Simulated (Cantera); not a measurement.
Charge: 1 mol BF3, 49 mol N2, 0.46 mol H2, equilibrated at 952 °C and 570 Pa.

Cantera equilibrium calculation (NASA polynomials, part measured and part estimated; ideal gas, pure solids and liquids). Candidate condensed phases: B, BN; 31 gas species. N2 is the only nitrogen source here; it is nearly inert below about 1500 K, so the nitride shown seldom forms there in practice. Kinetics and transport are ignored.

Base state: N2 0.971, BF3 0.0192, H2 0.00827, HF 0.00168 (mole fractions); condensed: BN(s).

Task: What changes in the equilibrium state with this change: H2 from 0.46 to 3.8 mol?

Result: 
```tsv
species	before	after
N2	0.971	0.910
H2	0.00827	0.0683
BF3	0.0192	0.0170
HF	0.00168	0.00460
BHF2	7.99e-6	2.14e-5
BN(s), mol	0.0281	0.0820
```
